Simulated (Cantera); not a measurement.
Input (Python, Cantera):

```python
import numpy as np
import cantera as ct

gas = ct.Solution("gri30.yaml")


def delay(T, t_max=10):
    gas.TPX = T, 39000, {'C3H8': 1, 'O2': 11.9, 'N2': 44.8}
    reactor = ct.IdealGasConstPressureReactor(gas, clone=False)
    net = ct.ReactorNet([reactor])
    net.rtol, net.atol = 1e-8, 1e-16
    while net.time < t_max:
        t_old, T_old = net.time, reactor.T
        net.step()
        if reactor.T > T + 400:  # ignition: a rise of 400 K
            return t_old + (T + 400 - T_old) / (reactor.T - T_old) * (net.time - t_old)
    return np.nan


taus = []
for T in [1275, 1375, 1475, 1575, 1675, 1775]:
    taus.append(delay(T))
    print(f"T0 = {T:6g} K   tau = {taus[-1]:.4e} s")
```

Result:

```
T0 =   1275 K   tau = 2.0471e-03 s
T0 =   1375 K   tau = 4.8131e-04 s
T0 =   1475 K   tau = 1.7462e-04 s
T0 =   1575 K   tau = 8.8090e-05 s
T0 =   1675 K   tau = 6.7749e-05 s
T0 =   1775 K   tau = 8.6885e-05 s
```

Model: GRI-Mech 3.0 (53 species, 325 reactions), integrated in Cantera. GRI-Mech 3.0 was tuned for natural gas; its chemistry of propane as a main component is partial and can be far from experiment. Where the delays flatten at high temperature, the 400 K rule measures the pace of heat release, not the induction time.
